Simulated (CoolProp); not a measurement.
Vapour-liquid equilibrium of cyclopentane (1) + octamethylcyclotetrasiloxane (D4) (2) at 0.0589 MPa; x and y are mole fractions of (1).

Computed with CoolProp (multi-fluid Helmholtz-energy mixture model, Gedanitz 2015 and Thol 2015; pair parameters Bell 2016).

```json
[
 {"x": "0.05", "bubble temperature (°C)": "137.0", "y at the bubble point": "0.446", "dew temperature at overall composition x (°C)": "153.9", "liquid density (mol/L)": "2.867"},
 {"x": "0.15", "bubble temperature (°C)": "107.0", "y at the bubble point": "0.826", "dew temperature at overall composition x (°C)": "150.2", "liquid density (mol/L)": "3.261"},
 {"x": "0.25", "bubble temperature (°C)": "86.8", "y at the bubble point": "0.934", "dew temperature at overall composition x (°C)": "146.2", "liquid density (mol/L)": "…"},
 {"x": "0.35", "bubble temperature (°C)": "…", "y at the bubble point": "…", "dew temperature at overall composition x (°C)": "141.8", "liquid density (mol/L)": "…"},
 {"x": "0.45", "bubble temperature (°C)": "62.6", "y at the bubble point": "0.986", "dew temperature at overall composition x (°C)": "136.8", "liquid density (mol/L)": "4.613"},
 {"x": "0.55", "bubble temperature (°C)": "54.7", "y at the bubble point": "0.993", "dew temperature at overall composition x (°C)": "131.1", "liquid density (mol/L)": "5.205"},
 {"x": "0.65", "bubble temperature (°C)": "48.4", "y at the bubble point": "0.996", "dew temperature at overall composition x (°C)": "124.3", "liquid density (mol/L)": "5.920"},
 {"x": "0.75", "bubble temperature (°C)": "43.2", "y at the bubble point": "0.998", "dew temperature at overall composition x (°C)": "115.7", "liquid density (mol/L)": "6.809"},
 {"x": "0.85", "bubble temperature (°C)": "38.8", "y at the bubble point": "0.999", "dew temperature at overall composition x (°C)": "103.7", "liquid density (mol/L)": "7.949"},
 {"x": "0.95", "bubble temperature (°C)": "35.2", "y at the bubble point": "1.000", "dew temperature at overall composition x (°C)": "81.9", "liquid density (mol/L)": "9.468"}
]
```

Task: Some entries are withheld; supply them.

Result: 
- 0.25, liquid density (mol/L): 3.667
- 0.35, bubble temperature (°C): 72.8
- 0.35, y at the bubble point: 0.971
- 0.35, liquid density (mol/L): 4.109

No azeotrope shows between x = 0.05 and 0.95.

Pair parameters are fitted to limited data, so mixtures are less certain than the pure fluids.
